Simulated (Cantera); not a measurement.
# Hydrocarbon pyrolysis for carbon deposition

An isothermal, constant-pressure homogeneous reactor starts with C2H6 : N2 = 1.9 : 16 (molar parts), at 1700 K and 1330 Pa.

Model: GRI-Mech 3.0 (53 species, 325 reactions), integrated in Cantera. GRI-Mech 3.0 stops at C3 and has no aromatics, soot or wall deposition, so with more carbon than oxygen in the feed, carbon stays in small species such as C2H2 where larger ones or solid carbon would form. Radical loss at walls, strong at low pressure, is not modelled.

```json
[
 {"t (s)": "2.00e-5", "x C2H6": "0.104", "x CH2": "3.23e-7", "x C2H4": "7.61e-6", "x CH4": "3.81e-5", "x C2H": "<1e-12", "x CH3": "0.00325", "x H2": "7.34e-6"},
 {"t (s)": "6.32e-5", "x C2H6": "0.0999", "x CH2": "7.05e-6", "x C2H4": "0.000260", "x CH4": "0.000363", "x C2H": "1.21e-12", "x CH3": "0.00955", "x H2": "0.000287"},
 {"t (s)": "0.000200", "x C2H6": "0.0800", "x CH2": "4.67e-5", "x C2H4": "0.00709", "x CH4": "0.00305", "x C2H": "1.44e-8", "x CH3": "0.0237", "x H2": "0.00717"},
 {"t (s)": "0.000632", "x C2H6": "0.0229", "x CH2": "9.26e-5", "x C2H4": "0.0391", "x CH4": "0.0189", "x C2H": "1.34e-6", "x CH3": "0.0326", "x H2": "0.0457"},
 {"t (s)": "0.00200", "x C2H6": "0.000448", "x CH2": "3.38e-5", "x C2H4": "0.0264", "x CH4": "0.0317", "x C2H": "3.39e-6", "x CH3": "0.00817", "x H2": "0.102"},
 {"t (s)": "0.00632", "x C2H6": "3.79e-5", "x CH2": "6.59e-6", "x C2H4": "0.00832", "x CH4": "0.0290", "x C2H": "1.62e-6", "x CH3": "0.00240", "x H2": "0.127"},
 {"t (s)": "0.0200", "x C2H6": "1.10e-5", "x CH2": "2.14e-6", "x C2H4": "0.00163", "x CH4": "0.0260", "x C2H": "9.60e-7", "x CH3": "0.00117", "x H2": "0.138"},
 {"t (s)": "0.0632", "x C2H6": "4.87e-6", "x CH2": "1.07e-6", "x C2H4": "0.000362", "x CH4": "0.0224", "x C2H": "7.24e-7", "x CH3": "0.000740", "x H2": "0.144"},
 {"t (s)": "0.200", "x C2H6": "2.51e-6", "x CH2": "7.73e-7", "x C2H4": "0.000175", "x CH4": "0.0166", "x C2H": "7.19e-7", "x CH3": "0.000531", "x H2": "0.152"},
 {"t (s)": "0.632", "x C2H6": "8.18e-7", "x CH2": "5.59e-7", "x C2H4": "5.77e-5", "x CH4": "0.00837", "x C2H": "8.74e-7", "x CH3": "0.000314", "x H2": "0.164"},
 {"t (s)": "2.00", "x C2H6": "9.94e-8", "x CH2": "2.92e-7", "x C2H4": "1.49e-5", "x CH4": "0.00235", "x C2H": "1.20e-6", "x CH3": "0.000118", "x H2": "0.172"}
]
```
x: mole fraction; the columns are a selection and need not sum to one.

Equilibrium at this temperature and pressure: C2H6 2.35e-11, CH2 4.87e-9, C2H4 4.48e-6, CH4 2.46e-5, C2H 6.82e-7, CH3 1.53e-6, H2 0.175 (gas phase only).
